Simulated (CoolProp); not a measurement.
Vapour-liquid equilibrium of CH2F2 (R32) (1) + propylene (2) at 217.8 K; x and y are mole fractions of (1).

The numbers come from the multi-fluid Helmholtz-energy mixture model, Tillner-Roth 1997 and Lemmon 2013; pair parameters Bell 2016 in CoolProp.

### Question
Give the bubble pressure and the first vapour's composition at x = 0.2, 0.5, 0.95. Is there an azeotrope?

### Answer
x = 0.2: 1.122 bar, y = 0.459; x = 0.5: 1.228 bar, y = 0.563; x = 0.95: 1.011 bar, y = 0.796. y crosses x between x = 0.5 and 0.65: the model has an azeotrope there.

The pair parameters rest on a limited set of measurements; away from them the model extrapolates. With so large a gap from Raoult's law the liquid may split in two, which this calculation doesn't test in full.
